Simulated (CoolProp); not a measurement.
The fluid at 888.32 K and 0.299 MPa is throttled through a valve to 0.0503 MPa with no heat exchange. The same conditions are run with several fluids, on thermodynamics alone (safety and materials aside).

Values from CoolProp's reference Helmholtz-energy equation of state of each fluid (normal hydrogen: Leachman 2009; carbon dioxide: Span 1996; oxygen: Schmidt 1985; nitrogen: Span 2000; dry air: Lemmon 2000). Blends and air are pseudo-pure fits.

| fluid | temperature change (K) | final density (kg/m³) |
|---|---|---|
| normal hydrogen | +0.1 | (withheld) |
| carbon dioxide | -0.2 | 0.300 |
| oxygen | (withheld) | 0.218 |
| nitrogen | +0.1 | 0.191 |
| dry air | +0.1 | (withheld) |

### Question
Fill in the missing entries.

### Answer

- normal hydrogen, final density (kg/m³): 0.0137
- oxygen, temperature change (K): +0.0
- dry air, final density (kg/m³): 0.197

Above 300 K oxygen's equation is extrapolated.
